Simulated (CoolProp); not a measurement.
Vapour-liquid equilibrium of benzene (1) + dimethyl carbonate (2) at 163.85 °C; x and y are mole fractions of (1).

The numbers come from the multi-fluid Helmholtz-energy mixture model, Thol 2012 and Zhou 2011; pair parameters Bell 2016 in CoolProp.

| x | bubble pressure (MPa) | y at the bubble point | dew pressure at overall composition x (MPa) | liquid density (mol/L) |
|---|---|---|---|---|
| 0.05 | 0.6880 | ? | 0.6847 | ? |
| 0.2 | 0.7222 | ? | 0.7147 | 9.413 |
| 0.35 | 0.7474 | 0.390 | 0.7412 | ? |
| 0.5 | 0.7646 | ? | 0.7617 | 9.253 |
| 0.65 | 0.7742 | 0.661 | 0.7737 | 9.192 |
| 0.8 | 0.7760 | 0.797 | 0.7760 | 9.144 |
| 0.95 | 0.7692 | 0.946 | 0.7689 | 9.110 |

**Question.** What belongs in the gaps?

**Answer.** 
- 0.05, y at the bubble point: 0.066
- 0.05, liquid density (mol/L): 9.510
- 0.2, y at the bubble point: 0.240
- 0.35, liquid density (mol/L): 9.327
- 0.5, y at the bubble point: 0.528

y crosses x between x = 0.65 and 0.8: the model has an azeotrope there.

The pair parameters rest on a limited set of measurements; away from them the model extrapolates.
